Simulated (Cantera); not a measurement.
Input: 1 mol Ta2O5, 1.5 mol C, 0.14 mol H2, 1 mol CO, held at 300 Pa.

These are equilibrium values from Cantera (NASA tables, ideal gas, pure condensed phases), not measurements of a reactor. Candidate condensed phases: C, C6H6, C7H8, C8H18, H2O, Ta, TaC, Ta2O5; 113 gas species. Mutual solubility and eutectic melting of coexisting phases are not modelled. TaC: taken at fixed stoichiometry. Condensed phases not in the tables: Ta2C, N, O or C dissolved in the metal. Rates play no part.

log p: log10 of the partial pressure in bar; n: condensed amount in mol.

```json
[
 {"T (K)": "1023", "log p CO": "-2.58", "log p H2": "-3.43", "log p TaO2": "<-14", "log p H": "-10.10", "log p TaO": "<-14", "log p CO2": "-5.61", "log p H2O": "-6.58", "n C(graphite)": "1.50", "n Ta2O5(s)": "1.00", "n TaC(s)": "0", "n Ta(s)": "0", "n Ta2O5(l)": "0"},
 {"T (K)": "1173", "log p CO": "-2.55", "log p H2": "-3.72", "log p TaO2": "<-14", "log p H": "-8.79", "log p TaO": "<-14", "log p CO2": "-5.95", "log p H2O": "-7.01", "n C(graphite)": "0", "n Ta2O5(s)": "0.786", "n TaC(s)": "0.429", "n Ta(s)": "0", "n Ta2O5(l)": "0"},
 {"T (K)": "1323", "log p CO": "-2.55", "log p H2": "-3.72", "log p TaO2": "<-14", "log p H": "-7.66", "log p TaO": "<-14", "log p CO2": "-5.95", "log p H2O": "-6.86", "n C(graphite)": "0", "n Ta2O5(s)": "0.786", "n TaC(s)": "0.429", "n Ta(s)": "0", "n Ta2O5(l)": "0"},
 {"T (K)": "1473", "log p CO": "-2.55", "log p H2": "-3.72", "log p TaO2": "[?]", "log p H": "[?]", "log p TaO": "[?]", "log p CO2": "-5.96", "log p H2O": "[?]", "n C(graphite)": "0", "n Ta2O5(s)": "0.786", "n TaC(s)": "0.429", "n Ta(s)": "0", "n Ta2O5(l)": "0"},
 {"T (K)": "1623", "log p CO": "-2.55", "log p H2": "-3.72", "log p TaO2": "-9.87", "log p H": "-6.02", "log p TaO": "-11.27", "log p CO2": "-5.97", "log p H2O": "-6.65", "n C(graphite)": "0", "n Ta2O5(s)": "0.786", "n TaC(s)": "0.429", "n Ta(s)": "0", "n Ta2O5(l)": "0"},
 {"T (K)": "1773", "log p CO": "-2.55", "log p H2": "-3.73", "log p TaO2": "-8.11", "log p H": "-5.41", "log p TaO": "-9.19", "log p CO2": "-5.97", "log p H2O": "-6.58", "n C(graphite)": "0", "n Ta2O5(s)": "0.786", "n TaC(s)": "0.429", "n Ta(s)": "0", "n Ta2O5(l)": "0"},
 {"T (K)": "1923", "log p CO": "-2.55", "log p H2": "-3.74", "log p TaO2": "[?]", "log p H": "[?]", "log p TaO": "[?]", "log p CO2": "-5.97", "log p H2O": "-6.53", "n C(graphite)": "0", "n Ta2O5(s)": "0.785", "n TaC(s)": "0.429", "n Ta(s)": "0", "n Ta2O5(l)": "0"},
 {"T (K)": "2073", "log p CO": "-2.55", "log p H2": "-3.85", "log p TaO2": "-5.46", "log p H": "-4.50", "log p TaO": "-6.17", "log p CO2": "-5.84", "log p H2O": "-6.46", "n C(graphite)": "0", "n Ta2O5(s)": "0", "n TaC(s)": "0", "n Ta(s)": "0.600", "n Ta2O5(l)": "0.698"},
 {"T (K)": "2223", "log p CO": "-2.56", "log p H2": "-3.92", "log p TaO2": "-4.56", "log p H": "-4.15", "log p TaO": "-5.24", "log p CO2": "-5.69", "log p H2O": "-6.33", "n C(graphite)": "0", "n Ta2O5(s)": "0", "n TaC(s)": "0", "n Ta(s)": "0.593", "n Ta2O5(l)": "0.689"},
 {"T (K)": "2373", "log p CO": "-2.59", "log p H2": "-4.09", "log p TaO2": "-3.79", "log p H": "-3.90", "log p TaO": "-4.43", "log p CO2": "-5.58", "log p H2O": "-6.32", "n C(graphite)": "0", "n Ta2O5(s)": "0", "n TaC(s)": "0", "n Ta(s)": "0.549", "n Ta2O5(l)": "0.630"}
]
```

Q: Fill in the missing entries.

A: 
- 1923, log p TaO2: -6.63
- 1923, log p H: -4.89
- 1923, log p TaO: -7.45
- 1473, log p TaO2: -12.01
- 1473, log p H: -6.76
- 1473, log p TaO: -13.78
- 1473, log p H2O: -6.74
